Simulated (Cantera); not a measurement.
Charge: 1 mol CO2, 0.35 mol O2, 0.15 mol H2, held at 3473.15 K and 0.133 bar.

Cantera equilibrium calculation (NASA polynomials, part measured and part estimated; ideal gas, pure solids and liquids). Candidate condensed phases: C, C6H6, C7H8, C8H18, H2O; 110 gas species. Kinetics and transport are ignored.

Base state: O 0.401, CO 0.358, O2 0.101, H 0.0821, CO2 0.0284, OH 0.0243, H2 0.00291, H2O 0.00190 (mole fractions); condensed: gas only.

Question: What changes in the equilibrium state with this change: CO2 replaced by NF3?

Answer: 
| species | before | after |
|---|---|---|
| F | 0 | 0.654 |
| O | 0.401 | 0.137 |
| N2 | 0 | 0.117 |
| CO | 0.358 | 0 |
| HF | 0 | 0.0688 |
| CO2 | 0.0284 | 0 |
| OH | 0.0243 | 0.000322 |
| H | 0.0821 | 0.00316 |
| O2 | 0.101 | 0.0119 |
| NO | 0 | 0.00717 |
| N | 0 | 0.000182 |
| FO | 0 | 2.38e-5 |
| H2O | 0.00190 | 9.70e-7 |
